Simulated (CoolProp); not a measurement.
A single-stage vapour-compression cycle with the fluid: evaporating at 264.15 K (dew point), condensing at 294.15 K (bubble point), superheat 8 K, subcooling 8 K, compressor efficiency 0.7, no pressure losses. The same conditions are run with several fluids, on thermodynamics alone (safety and materials aside).

The numbers come from the reference Helmholtz-energy equation of state of each fluid (R365MFC: Lemmon 2016; R11: Jacobsen 1992; fluoroethane (R161): Wu 2012; R13: Platzer 1990; cis-2-butene: Lemmon 2005; n-perfluorobutane: Gao 2022) in CoolProp. The equations of Platzer and Polt are older, rougher fits.

| fluid | cooling COP | pressure ratio | discharge temperature (K) | refrigerating effect (kJ/kg) | volumetric capacity (kJ/m³) |
|---|---|---|---|---|---|
| R365MFC | 5.87 | 4.17 | 306.3 | 188 | 143 |
| R11 | 5.87 | 3.42 | 326.3 | 178 | 295 |
| fluoroethane (R161) | 5.66 | 2.58 | 328.8 | 354 | 2600 |
| R13 | 4.58 | 2.09 | 315.7 | 80.0 | 7520 |
| cis-2-butene | 5.85 | 3.09 | 321.1 | 390 | 602 |
| n-perfluorobutane | 5.59 | 3.09 | 294.1 | 82.1 | 678 |

The compression ends wet for: n-perfluorobutane.
